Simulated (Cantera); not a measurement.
A perfectly stirred reactor is fed with CO : O₂ : H₂O : N₂ = 0.02 : 0.033 : 0.011 : 1 (molar parts), at 4280 Torr; it is held at 1200 K, and followed from long to short residence time.

Computed with Cantera and GRI-Mech 3.0 (53 species, 325 reactions).

Problem. What does this change do: pressure from 4280 Torr to 760 Torr?

Solution. 
| quantity | before | after |
|---|---|---|
| x(CO) at τ = 0.690 s | 0.000837 | 0.000374 |
| x(O₂) at τ = 0.690 s | 0.0222 | 0.0220 |
| x(H₂O) at τ = 0.690 s | 0.0104 | 0.0104 |
| x(H₂) at τ = 0.690 s | 2.77e-6 | 4.72e-6 |
| x(HO₂) at τ = 0.690 s | 2.99e-6 | 1.38e-6 |
| x(CO) at τ = 37.0 ms | 0.00572 | 0.00254 |
| x(O₂) at τ = 37.0 ms | 0.0246 | 0.0230 |
| x(H₂O) at τ = 37.0 ms | 0.0104 | 0.0103 |
| x(H₂) at τ = 37.0 ms | 2.11e-5 | 3.43e-5 |
| x(HO₂) at τ = 37.0 ms | 9.80e-6 | 4.12e-6 |
